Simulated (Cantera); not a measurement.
Input: 1 mol SiC, 0.23 mol N2O, 490 mol N2, held at 0.180 Pa.

Method: chemical equilibrium by Gibbs-energy minimisation in Cantera with the NASA 1993 tables (ideal gas, pure condensed phases). Candidate condensed phases: C, Si, SiC, SiO2, Si2N2O, Si3N4; 34 gas species. The numbers say what is thermodynamically allowed, not how fast it happens. All values below are at 1673 K.

Base state: N2 0.998, Si 0.00201, CO 0.000467, SiC2 1.31e-5 (mole fractions); condensed: C(graphite).

Question: What changes in the equilibrium state with this change: SiC replaced by Si?

Answer: 
| species | before | after |
|---|---|---|
| N2 | 0.998 | 0.998 |
| Si | 0.00201 | 0.00157 |
| SiO | 1.13e-6 | 0.000468 |
| CO | 0.000467 | 0 |
| SiC2 | 1.31e-5 | 0 |
| C(graphite), mol | 0.753 | 0 |
